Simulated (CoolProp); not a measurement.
Normal hydrogen along the isotherm -238.45 °C: density (kg/m³) from the reference equation and from simpler models built on Tc = -240.0 °C, pc = 1.296 MPa, ω = -0.219; each cubic takes its own stable root.

Computed with CoolProp (reference Helmholtz-energy equation of state, Leachman 2009).

| p (MPa) | phase | reference |
|---|---|---|
| 0.0102 | gas | 0.07143 |
| 0.0173 | gas | 0.1213 |
| 0.0292 | gas | 0.2054 |
| 0.0493 | gas | 0.3483 |
| 0.0831 | gas | 0.5917 |
| 0.14 | gas | 1.010 |
| 0.237 | gas | 1.752 |
| 0.4 | gas | 3.088 |
| 0.674 | gas | 5.670 |
| 1.14 | gas | 11.89 |
| 1.92 | supercritical | 44.74 |
| 3.24 | supercritical | 54.99 |

How far does each simpler model (ideal gas, van der Waals) lie from the reference over these 12 states: mean and median of the absolute difference, and the worst?


- ideal gas: mean 16.8 %, median 4.3 %, worst -70.0 % at -238.45 °C and 1.92 MPa
- van der Waals: mean 3.8 %, median 0.3 %, worst -19.8 % at -238.45 °C and 3.24 MPa
